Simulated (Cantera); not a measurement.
# Ta2O5 + CH4 + CO (carbothermic reduction)

Charge: 1 mol Ta2O5, 5 mol CH4, 0.015 mol CO, held at 1.20 bar.

Equilibrium computed with Cantera from the NASA thermochemical tables; the gas is ideal and each condensed phase is pure. Candidate condensed phases: C, C6H6, C7H8, C8H18, H2O, Ta, TaC, Ta2O5; 113 gas species. Mutual solubility and eutectic melting of coexisting phases are not modelled. TaC: taken at fixed stoichiometry. Condensed phases not in the tables: Ta2C. Equilibrium is a limit: real reactors are often held back by kinetics, nucleation or transport.

From 1775 K to 2025 K the condensed part is TaC(s) + Ta2O5(s). From 2075 K to 2425 K the condensed part is TaC(s) + Ta2O5(l).

```csv
T (K),log p H2,log p CO,log p H,log p H2O,log p CO2,log p TaO2,log p TaO,log p OH,n TaC(s),n Ta2O5(s),n Ta2O5(l)
1775,-0.06,-0.50,-3.57,-2.32,-3.33,-8.38,-10.05,-7.03,1.45,0.277,0
1825,-0.06,-0.50,-3.38,-2.30,-3.34,-7.86,-9.43,-6.78,1.45,0.277,0
1875,-0.06,-0.50,-3.21,-2.28,-3.34,-7.37,-8.86,-6.54,1.45,0.276,0
1925,-0.06,-0.50,-3.05,-2.26,-3.34,-6.91,-8.31,-6.31,1.45,0.276,0
1975,-0.06,-0.50,-2.89,-2.24,-3.34,-6.47,-7.79,-6.10,1.45,0.276,0
2025,-0.06,-0.50,-2.74,-2.22,-3.34,-6.05,-7.30,-5.89,1.45,0.275,0
2075,-0.06,-0.50,-2.60,-2.21,-3.34,-5.67,-6.83,-5.70,1.45,0,0.275
2125,-0.06,-0.50,-2.47,-2.21,-3.35,-5.32,-6.41,-5.53,1.45,0,0.275
2175,-0.06,-0.50,-2.34,-2.20,-3.36,-5.00,-6.01,-5.36,1.45,0,0.275
2225,-0.06,-0.50,-2.22,-2.20,-3.37,-4.68,-5.62,-5.20,1.45,0,0.275
2275,-0.06,-0.50,-2.10,-2.20,-3.38,-4.39,-5.25,-5.05,1.45,0,0.275
2325,-0.06,-0.50,-1.99,-2.20,-3.39,-4.10,-4.90,-4.90,1.45,0,0.274
2375,-0.06,-0.50,-1.88,-2.20,-3.40,-3.83,-4.57,-4.76,1.45,0,0.274
2425,-0.06,-0.50,-1.78,-2.19,-3.41,-3.58,-4.25,-4.63,1.45,0,0.273
```
log p: log10 of the partial pressure in bar; n: condensed amount in mol.
